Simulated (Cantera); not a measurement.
A closed system holds: 1 mol FeS2, 0.89 mol H2, held at 22.5 Torr.

Equilibrium computed with Cantera from the NASA thermochemical tables; the gas is ideal and each condensed phase is pure. Candidate condensed phases: Fe, FeS, FeS2, S; 8 gas species. FeS: taken at fixed stoichiometry. Kinetics and transport are ignored.

x: gas mole fraction; n: condensed amount in mol.

```
T (K)   x H2   x H2S   x S2     x SH       x S  n FeS(s)  n FeS(l)
-----  -----  ------  -----  -------  --------  --------  --------
1323   0.408   0.339  0.250  0.00233   1.15e-5      1.00         0
1373   0.446   0.284  0.267  0.00322   2.43e-5      1.00         0
1423   0.477   0.236  0.282  0.00431   4.86e-5      1.00         0
1473   0.504   0.196  0.294  0.00559   9.26e-5         0      1.00
1523   0.526   0.163  0.304  0.00708  0.000168         0     1.000
1573   0.543   0.136  0.312  0.00878  0.000294         0     1.000
1623   0.557     [?]  0.318      [?]       [?]         0     1.000
1673   0.568  0.0957  0.322   0.0128  0.000808         0     1.000
1723   0.577     [?]  0.325      [?]       [?]         0     1.000
1773   0.583  0.0685  0.327   0.0177   0.00197         0     1.000
1823   0.588  0.0584  0.328   0.0204   0.00295         0     1.000
1873   0.590  0.0501  0.329   0.0233   0.00433         0     0.999
```

Question: Some entries are withheld; supply them.

Answer: 
- 1623, x H2S: 0.114
- 1623, x SH: 0.0107
- 1623, x S: 0.000496
- 1723, x H2S: 0.0808
- 1723, x SH: 0.0151
- 1723, x S: 0.00128
